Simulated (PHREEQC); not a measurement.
## Polishing slurry liquid

Consider water at 20 °C with 1.6 mmol/kgw HNO3, 89 mmol/kgw KNO3 and 0.0089 mmol/kgw CO2. Closed to the air; pH follows from the charge balance.

Equilibrium calculation in PHREEQC: ion-association model, phreeqc.dat.

| Quantity | Result |
|---|---|
| pH | 2.88 |
| ionic strength | 0.0906 mol/kgw |
| specific conductance | 10100 µS/cm |
| density | 1.004 g/cm³ |
| total alkalinity | -1.60 meq/kg |

```csv
species,molality,activity,log γ
NO3-,0.0906,0.0691,-0.117
K+,0.0890,0.0688,-0.112
H+,0.00160,0.00133,-0.081
CO2,8.90e-6,9.08e-6,0.009
HCO3-,3.56e-9,2.83e-9,-0.099
```

No solid was allowed to form.
